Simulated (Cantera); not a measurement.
Feed: 1 mol Fe2O3, 1.5 mol CH4, 0.22 mol H2, held at 30.0 Pa.

These are equilibrium values from Cantera (NASA tables, ideal gas, pure condensed phases), not measurements of a reactor. Candidate condensed phases: C, C6H6, C7H8, C8H18, Fe, Fe(CO)5, FeO, Fe(OH)2, Fe(OH)3, Fe2O3, Fe3O4, H2O; 114 gas species. Mutual solubility and eutectic melting of coexisting phases are not modelled. The tables' stoichiometric FeO is somewhat more stable than real wüstite, so its field is too wide. FeO: taken at fixed stoichiometry. Rates play no part. All values below are at 1623 K.

Base state: H2 0.461, CO 0.274, H2O 0.215, CO2 0.0413, Fe 0.00557, H 0.00271, OH 5.29e-5, FeO 1.69e-5 (mole fractions); condensed: Fe(γ) + FeO(s).

What changes in the equilibrium state with this change: pressure from 30.0 Pa to 82.0 mbar?


| species | before | after |
|---|---|---|
| H2 | 0.461 | 0.465 |
| CO | 0.274 | 0.276 |
| H2O | 0.215 | 0.217 |
| Fe | 0.00557 | 2.04e-5 |
| H | 0.00271 | 0.000165 |
| CO2 | 0.0413 | 0.0415 |
| FeO | 1.69e-5 | 6.18e-8 |
| OH | 5.29e-5 | 3.21e-6 |
| Fe(γ), mol | 1.69 | 1.72 |
| FeO(s), mol | 0.281 | 0.280 |
